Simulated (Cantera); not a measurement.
Cantera run, input and output.

```python
import numpy as np
import cantera as ct

gas = ct.Solution("gri30.yaml")
gas.TPX = 1048, 101325, {'N2O': 1, 'N2': 1.8}
reactor = ct.IdealGasConstPressureReactor(gas, energy="off", clone=False)
net = ct.ReactorNet([reactor])
net.rtol, net.atol = 1e-08, 1e-18
show = ['N2O', 'NO', 'O', 'NO2', 'N2']
times = np.geomspace(0.0005, 40, 11)

steps = ct.SolutionArray(gas, extra=["t"])
rows = []
print(f"{'t/s':>10s}{'T/K':>9s}{'P/Pa':>11s}" + "".join(f"{s:>11s}" for s in show))
for t in times:
    while net.time < t:
        t_next = net.step()
        steps.append(gas.state, t=t_next)
    rows.append([np.interp(t, steps.t, y) for y in (steps.T, steps.P, *steps(*show).X.T)])
    print(f"{t:10.3e}{rows[-1][0]:9.1f}{rows[-1][1]:11.4g}" + "".join(f"{x:11.3e}" for x in rows[-1][2:]))
rate = np.gradient(steps.T, steps.t)
print("integrator steps:", len(steps.t))
if steps.T.max() > steps.T[0] + 200:
    print(f"time of steepest temperature rise: {steps.t[rate.argmax()]:.4e} s")
gas.TPX = 1048, 101325, {'N2O': 1, 'N2': 1.8}
gas.equilibrate("TP")
print(f"equilibrium (TP): T = {gas.T:.1f} K  " + "  ".join(f"{s} {gas[s].X[0]:.3e}" for s in show))
```

Output:

```
       t/s      T/K       P/Pa        N2O         NO          O        NO2         N2
 5.000e-04   1048.0  1.013e+05  3.571e-01  1.884e-07  1.117e-07  3.915e-12  6.429e-01
 1.546e-03   1048.0  1.013e+05  3.571e-01  6.072e-07  1.117e-07  4.062e-11  6.429e-01
 4.782e-03   1048.0  1.013e+05  3.571e-01  1.902e-06  1.117e-07  3.977e-10  6.429e-01
 1.479e-02   1048.0  1.013e+05  3.570e-01  5.903e-06  1.117e-07  3.743e-09  6.429e-01
 4.573e-02   1048.0  1.013e+05  3.567e-01  1.825e-05  1.117e-07  3.383e-08  6.431e-01
 1.414e-01   1048.0  1.013e+05  3.559e-01  5.617e-05  1.116e-07  2.731e-07  6.436e-01
 4.373e-01   1048.0  1.013e+05  3.532e-01  1.718e-04  1.110e-07  1.684e-06  6.450e-01
 1.352e+00   1048.0  1.013e+05  3.453e-01  5.183e-04  1.092e-07  6.997e-06  6.494e-01
 4.183e+00   1048.0  1.013e+05  3.223e-01  1.502e-03  1.039e-07  2.233e-05  6.622e-01
 1.293e+01   1048.0  1.013e+05  2.639e-01  3.877e-03  9.006e-08  5.940e-05  6.946e-01
 4.000e+01   1048.0  1.013e+05  1.551e-01  7.693e-03  6.153e-08  1.193e-04  7.553e-01
integrator steps: 714
equilibrium (TP): T = 1048.0 K  N2O 3.761e-09  NO 4.588e-05  O 2.463e-10  NO2 1.529e-06  N2 8.485e-01
```

Model: GRI-Mech 3.0 (53 species, 325 reactions), integrated in Cantera. GRI-Mech 3.0 was tuned for natural gas; its chemistry of N2O as a main component is partial and can be far from experiment. The mechanism lacks the step 2 NO + O2 → 2 NO2, which can matter for NO2 below about 1400 K. The temperature is held fixed by assumption; the heat of reaction is taken as removed at once.
